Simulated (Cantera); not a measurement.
A closed system holds: 1 mol Al, 1.1 mol HBr, 8.4 mol N2, equilibrated at 0.00240 bar.

Cantera equilibrium calculation (NASA polynomials, part measured and part estimated; ideal gas, pure solids and liquids). Candidate condensed phases: Al, AlBr3, AlN, Br2; 19 gas species. Equilibrium is a limit: real reactors are often held back by kinetics, nucleation or transport. All values below are at 848 K.

Base state: N2 0.891, H2 0.0408, HBr 0.0406, AlBr3 0.0272 (mole fractions); condensed: AlN(s).

Problem. What changes in the equilibrium state with this change: HBr from 1.1 to 5.1 mol?

Solution. 
| species | before | after |
|---|---|---|
| N2 | 0.891 | 0.646 |
| HBr | 0.0406 | 0.162 |
| H2 | 0.0408 | 0.115 |
| AlBr3 | 0.0272 | 0.0769 |
| AlN(s), mol | 0.755 | 0 |
